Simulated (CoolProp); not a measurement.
Values from CoolProp's reference Helmholtz-energy equation of state, Gao 2022.

Task: Give the vapour pressure (MPa), vapour density (kg/m³), enthalpy of vaporisation (kJ/kg) of saturated n-perfluorohexane at 258.9, 299.8, 340.6 K.

Result: 
| T (K) | p (MPa) | vapour density (kg/m³) | enthalpy of vaporisation (kJ/kg) |
|---|---|---|---|
| 258.9 | 0.00375 | 0.592 | 103 |
| 299.8 | 0.0316 | 4.40 | 92.7 |
| 340.6 | 0.142 | 18.4 | 81.5 |
